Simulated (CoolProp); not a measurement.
Properties of carbon dioxide along the isobar 10000 kPa (Tc = 304.1 K, pc = 7377 kPa, ω = 0.224).

The numbers come from the reference Helmholtz-energy equation of state, Span 1996 in CoolProp.

| T (K) | phase | cv (kJ/(kg K)) | speed of sound (m/s) | Joule-Thomson coefficient (K/MPa) | expansivity (1/kK) | fugacity coefficient |
|---|---|---|---|---|---|---|
| 234.7 | liquid | 0.9601 | 906.0 | -0.1149 | 3.187 | 0.1125 |
| 239 | liquid | 0.9548 | 877.5 | -0.09580 | 3.312 | 0.1289 |
| 243.4 | liquid | 0.9497 | 848.3 | -0.07369 | 3.454 | 0.1471 |
| 247.7 | liquid | 0.9450 | 819.5 | -0.04924 | 3.610 | 0.1663 |
| 252 | liquid | 0.9408 | 790.5 | -0.02151 | 3.786 | 0.1869 |
| 256.4 | liquid | 0.9368 | 760.4 | 0.01087 | 3.990 | 0.2093 |
| 260.7 | liquid | 0.9335 | 730.6 | 0.04714 | 4.220 | 0.2326 |
| 265 | liquid | 0.9307 | 700.2 | 0.08893 | 4.485 | 0.2571 |
| 269.4 | liquid | 0.9285 | 668.5 | 0.1387 | 4.803 | 0.2833 |
| 273.7 | liquid | 0.9271 | 636.8 | 0.1958 | 5.173 | 0.3101 |
| 278 | liquid | 0.9264 | 604.2 | 0.2635 | 5.619 | 0.3379 |
| 282.4 | liquid | 0.9266 | 569.7 | 0.3472 | 6.183 | 0.3672 |
| 286.7 | liquid | 0.9282 | 534.6 | 0.4477 | 6.884 | 0.3967 |
| 291 | liquid | 0.9318 | 497.9 | 0.5740 | 7.808 | 0.4267 |
| 295.4 | liquid | 0.9385 | 458.3 | 0.7420 | 9.121 | 0.4578 |
